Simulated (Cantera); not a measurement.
Feed: 1 mol Pb, 0.039 mol CO, 6.7 mol H2, held at 9.75 Torr.

These are equilibrium values from Cantera (NASA tables, ideal gas, pure condensed phases), not measurements of a reactor. Candidate condensed phases: C, C6H6, C7H8, C8H18, H2O, Pb, PbO, PbO2, Pb3O4; 113 gas species. Rates play no part.

log p: log10 of the partial pressure in bar; n: condensed amount in mol.

| T (°C) | log p H2 | log p Pb | log p CH4 | log p H2O | log p CO | log p H | n Pb(l) |
|---|---|---|---|---|---|---|---|
| 427 | -1.89 | -8.95 | -4.12 | -4.12 | -6.13 | <-13 | 1.000 |
| 502 | -1.89 | -7.60 | -4.23 | -4.24 | -4.76 | -12.95 | 1.000 |
| 577 | -1.89 | -6.50 | -4.65 | -4.65 | -4.28 | -11.63 | 1.000 |
| 652 | -1.89 | -5.57 | -5.15 | -5.15 | -4.17 | -10.53 | 0.999 |
| 727 | -1.89 | -4.79 | -5.61 | -5.62 | -4.14 | -9.59 | 0.992 |
| 802 | -1.89 | -4.12 | -6.02 | -6.03 | -4.13 | -8.78 | 0.960 |
| 877 | -1.90 | -3.54 | -6.39 | -6.40 | -4.14 | -8.08 | 0.846 |
| 952 | -1.92 | -3.03 | -6.75 | -6.75 | -4.16 | -7.47 | 0.478 |
| 1027 | -1.95 | -2.77 | ? | ? | -4.18 | ? | 0 |
| 1102 | -1.95 | -2.77 | -7.34 | -7.33 | -4.18 | -6.44 | 0 |
| 1177 | -1.95 | -2.77 | -7.56 | -7.55 | -4.18 | -6.00 | 0 |
| 1252 | -1.95 | -2.77 | ? | ? | -4.18 | ? | 0 |
| 1327 | -1.95 | -2.77 | -7.97 | -7.91 | -4.18 | -5.24 | 0 |

Problem. What belongs in the gaps?

Solution. 
- 1027, log p CH4: -7.09
- 1027, log p H2O: -7.09
- 1027, log p H: -6.93
- 1252, log p CH4: -7.77
- 1252, log p H2O: -7.74
- 1252, log p H: -5.60
